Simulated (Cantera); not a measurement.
Input: 1 mol MgSO4, 1.1 mol H2O, held at 598.15 K and 0.0180 bar.

Cantera equilibrium calculation (NASA polynomials, part measured and part estimated; ideal gas, pure solids and liquids). Candidate condensed phases: H2O, H2SO4, Mg, MgO, Mg(OH)2, MgS, MgSO4, S; 26 gas species. Kinetics and transport are ignored.

Base state: H2O 1.00 (mole fractions); condensed: MgSO4(s).

### Question
What changes in the equilibrium state with this change: temperature from 598.15 K to 1675 K?

### Answer
```csv
species,before,after
H2O,1.00,0.422
SO2,<1e-9,0.384
O2,<1e-9,0.192
OH,<1e-9,0.00168
SO3,<1e-9,0.000380
O,<1e-9,0.000111
H2,<1e-9,0.000111
SO,<1e-9,2.88e-5
"MgSO4(s), mol",1.00,0
"MgO(s), mol",0,1.000
```

### Question
What changes in the equilibrium state with this change: temperature from 598.15 K to 1923.15 K?

### Answer
```
species        before    after
-------------  ------  -------
H2O              1.00    0.417
SO2             <1e-9    0.383
O2              <1e-9    0.190
OH              <1e-9  0.00752
O               <1e-9  0.00118
MgSO4(s), mol    1.00        0
MgO(s), mol         0    1.000
```
